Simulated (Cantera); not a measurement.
A Cantera script and what it prints.

```python
import numpy as np
import cantera as ct

gas_names = """
    AL ALN ALO ALO2 AL2 AL2O AL2O2 N NO NO2 NO3 N2 N2O O O2 O3 Si SiN SiO SiO2 Si2 Si2N Si3
""".split()
cond_names = """
    AL(cr) AL(L) ALN(s) AL2O3(a) AL2O3(L) AL2SiO5(an) AL6Si2O13(s) Si(cr) Si(L) SiO2(Lqz) SiO2(hqz)
    SiO2(L) Si2N2O(s) Si3N4(a)
""".split()


# ... load() reads the species with a 1 bar reference pressure and builds the phases ...
atoms = {
    'SiO2': {'Si': 1, 'O': 2},
    'Al2O3': {'AL': 2, 'O': 3},
    'N2': {'N': 2},
}
top_T = {'ALN(s)': 2750, 'AL2SiO5(an)': 2000, 'AL6Si2O13(s)': 2100, 'Si2N2O(s)': 2100, 'Si3N4(a)': 2400}  # K; cautious upper limits of use, not melting points


# ... equilibrate(T, P, feed) seeds the gas with the atoms and calls Mixture.equilibrate('TP', solver="vcs", rtol=1e-11, max_steps=5000) ...
results = []
feed = {'SiO2': 1, 'Al2O3': 0.35, 'N2': 0.5}  # mol
T = 1048  # K
P = 100000  # Pa
mix = equilibrate(T, P, feed)
results.append((T, P, feed, dict(zip(mix.species_names, mix.species_moles))))
x = sorted(zip(gas.X, gas.species_names), reverse=True)
print(f"T = {T:g} K  P = {P:g} Pa  gas = {mix.phase_moles(0):.4g} mol")
print("   x: " + "  ".join(f"{s} {v:.3e}" for v, s in x if v > 1e-05))
print("   condensed (mol): " + ("  ".join(f"{mix.phase(i).name} {mix.phase_moles(i):.4g}"
      for i in range(1, mix.n_phases) if mix.phase_moles(i) > 1e-12) or "none"))
```

It prints:

```
T = 1048 K  P = 100000 Pa  gas = 0.5 mol
   x: N2 1.000e+00
   condensed (mol): AL2SiO5(an) 0.35  SiO2(hqz) 0.65
```

Method: chemical equilibrium by Gibbs-energy minimisation in Cantera with the NASA 1993 tables (ideal gas, pure condensed phases). Mutual solubility and eutectic melting of coexisting phases are not modelled. Condensed phases not in the tables: alloys, solid solutions and most ternary compounds.
